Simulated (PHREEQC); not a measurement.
Dissolve 5.3 mol/kgw NaBr, 0.11 mol/kgw Na2SO4 and 0.73 mol/kgw MgCl2 at 25 °C. Closed to the air; pH follows from the charge balance.

All values are PHREEQC results (Pitzer model, pitzer.dat), not measurements.

**Question.** The ionic strength comes out as 7.82 mol/kgw. What activity coefficients do Cl-, Na+, HSO4-, H+, Mg+2 get?

**Answer.** Cl- 0.66, Na+ 2.9, HSO4- 0.55, H+ 17, Mg+2 42. Single-ion values are on the MacInnes scale.

No solid was allowed to form.
